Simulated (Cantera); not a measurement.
Input: 1 mol SiHCl3, 0.018 mol Cl2, a varied amount of N2, held at 873 K and 1000 Pa.

Cantera equilibrium calculation (NASA polynomials, part measured and part estimated; ideal gas, pure solids and liquids). Candidate condensed phases: NH4Cl, Si, Si3N4; 28 gas species. N2 is the only nitrogen source here; it is nearly inert below about 1500 K, so the nitride shown seldom forms there in practice. Equilibrium is a limit: real reactors are often held back by kinetics, nucleation or transport.

x: gas mole fraction; n: condensed amount in mol.

```json
[
 {"n(N2) (mol)": "4.9", "x N2": "0.761", "x HCl": "0.126", "x SiCl4": "0.0937", "x H2": "0.0195", "x SiHCl3": "?", "n Si3N4(s)": "0.144"},
 {"n(N2) (mol)": "7.3", "x N2": "0.828", "x HCl": "0.0934", "x SiCl4": "0.0663", "x H2": "0.0124", "x SiHCl3": "?", "n Si3N4(s)": "0.146"},
 {"n(N2) (mol)": "11", "x N2": "0.880", "x HCl": "0.0671", "x SiCl4": "0.0456", "x H2": "0.00754", "x SiHCl3": "?", "n Si3N4(s)": "0.148"},
 {"n(N2) (mol)": "17", "x N2": "0.919", "x HCl": "0.0463", "x SiCl4": "0.0302", "x H2": "0.00435", "x SiHCl3": "?", "n Si3N4(s)": "0.150"},
 {"n(N2) (mol)": "25", "x N2": "0.944", "x HCl": "0.0329", "x SiCl4": "0.0208", "x H2": "0.00263", "x SiHCl3": "?", "n Si3N4(s)": "0.152"},
 {"n(N2) (mol)": "37", "x N2": "0.961", "x HCl": "0.0231", "x SiCl4": "0.0141", "x H2": "0.00156", "x SiHCl3": "?", "n Si3N4(s)": "0.154"},
 {"n(N2) (mol)": "56", "x N2": "0.974", "x HCl": "0.0157", "x SiCl4": "0.00934", "x H2": "0.000884", "x SiHCl3": "?", "n Si3N4(s)": "0.155"}
]
```

Question: Complete the blanks.

Answer: 
- 4.9, x SiHCl3: 3.10e-5
- 7.3, x SiHCl3: 1.88e-5
- 11, x SiHCl3: 1.10e-5
- 17, x SiHCl3: 6.07e-6
- 25, x SiHCl3: 3.55e-6
- 37, x SiHCl3: 2.04e-6
- 56, x SiHCl3: 1.12e-6
